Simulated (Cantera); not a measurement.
A closed system holds: 1 mol Fe₃O₄, 810 mol H₂, 0.24 mol H₂O, held at 4.30 mbar.

Equilibrium computed with Cantera from the NASA thermochemical tables; the gas is ideal and each condensed phase is pure. Candidate condensed phases: Fe, FeO, Fe(OH)₂, Fe(OH)₃, Fe₂O₃, Fe₃O₄, H₂O; 12 gas species. The numbers say what is thermodynamically allowed, not how fast it happens.

Problem. What share of the Fe ends up in condensed phases as a function of T (°C), at 1227, 1277, 1327, 1377, 1427, 1477, 1527, 1577, 1627, 1677, 1727, 1777, 1827?

Solution. 
```json
[
 {"T (°C)": "1227", "Fe condensed (%)": "99.1", "as": "Fe(γ)"},
 {"T (°C)": "1277", "Fe condensed (%)": "97.4", "as": "Fe(γ)"},
 {"T (°C)": "1327", "Fe condensed (%)": "93.1", "as": "Fe(γ)"},
 {"T (°C)": "1377", "Fe condensed (%)": "83.0", "as": "Fe(γ)"},
 {"T (°C)": "1427", "Fe condensed (%)": "60.4", "as": "Fe(δ)"},
 {"T (°C)": "1477", "Fe condensed (%)": "12.0", "as": "Fe(δ)"},
 {"T (°C)": "1527", "Fe condensed (%)": "0.0", "as": "-"},
 {"T (°C)": "1577", "Fe condensed (%)": "0.0", "as": "-"},
 {"T (°C)": "1627", "Fe condensed (%)": "0.0", "as": "-"},
 {"T (°C)": "1677", "Fe condensed (%)": "0.0", "as": "-"},
 {"T (°C)": "1727", "Fe condensed (%)": "0.0", "as": "-"},
 {"T (°C)": "1777", "Fe condensed (%)": "0.0", "as": "-"},
 {"T (°C)": "1827", "Fe condensed (%)": "0.0", "as": "-"}
]
```
